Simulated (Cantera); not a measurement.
Input: 1 mol Si₃N₄, 0.19 mol O₂, 81 mol H₂, at 1648.15 K and 10.0 mbar.

These are equilibrium values from Cantera (NASA tables, ideal gas, pure condensed phases), not measurements of a reactor. Candidate condensed phases: H₂O, Si, SiO₂, Si₂N₂O, Si₃N₄; 35 gas species. Kinetics and transport are ignored.

Base state: H₂ 0.971, N₂ 0.0240, SiO 0.00456, H 0.000879, Si 2.58e-5 (mole fractions); condensed: Si(s).

Problem. What changes in the equilibrium state with this change: temperature from 1648.15 K to 1373 K?

Solution. 
```csv
species,before,after
H₂,0.971,0.998
N₂,0.0240,0.00156
H,0.000879,3.33e-5
SiO,0.00456,1.71e-6
Si,2.58e-5,1.31e-8
"Si(s), mol",2.62,0
"Si₂N₂O(s), mol",0,0.380
"Si₃N₄(s), mol",0,0.747
```
Mutual solubility and eutectic melting of coexisting phases are not modelled.

Problem. What changes in the equilibrium state with this change: temperature from 1648.15 K to 1798 K?

Solution. 
```tsv
species	before	after
H₂	0.971	0.968
N₂	0.0240	0.0239
SiO	0.00456	0.00455
H	0.000879	0.00346
Si	2.58e-5	0.000308
SiH	4.68e-6	3.48e-5
SiH₂	8.24e-6	2.86e-5
Si(s), mol	2.62	0
Si(l), mol	0	2.59
```
Gases not in the tables: Si₂H₆ and higher silanes.
